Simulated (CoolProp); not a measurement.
The fluid at 293.15 K and 0.461 MPa (liquid) is heated at constant pressure to 444.6 K. The same conditions are run with several fluids, on thermodynamics alone (safety and materials aside).

Model: reference Helmholtz-energy equation of state of each fluid (propylene glycol: Eisenbach 2021; tetradecamethylhexasiloxane (MD4M): Thol 2019; R113: Marx 1992; toluene: Lemmon 2006; cyclopentane: Gedanitz 2015), in CoolProp.

```json
[
 {"fluid": "propylene glycol", "heat (kJ/kg)": "…", "final phase": "liquid", "final density (kg/m³)": "…"},
 {"fluid": "tetradecamethylhexasiloxane (MD4M)", "heat (kJ/kg)": "…", "final phase": "liquid", "final density (kg/m³)": "…"},
 {"fluid": "R113", "heat (kJ/kg)": "257", "final phase": "gas", "final density (kg/m³)": "…"},
 {"fluid": "toluene", "heat (kJ/kg)": "…", "final phase": "liquid", "final density (kg/m³)": "712"},
 {"fluid": "cyclopentane", "heat (kJ/kg)": "635", "final phase": "gas", "final density (kg/m³)": "9.29"}
]
```

Problem. Fill in the missing entries.

Solution. 
- propylene glycol, heat (kJ/kg): 436
- propylene glycol, final density (kg/m³): 909
- tetradecamethylhexasiloxane (MD4M), heat (kJ/kg): 283
- tetradecamethylhexasiloxane (MD4M), final density (kg/m³): 743
- R113, final density (kg/m³): 25.0
- toluene, heat (kJ/kg): 296
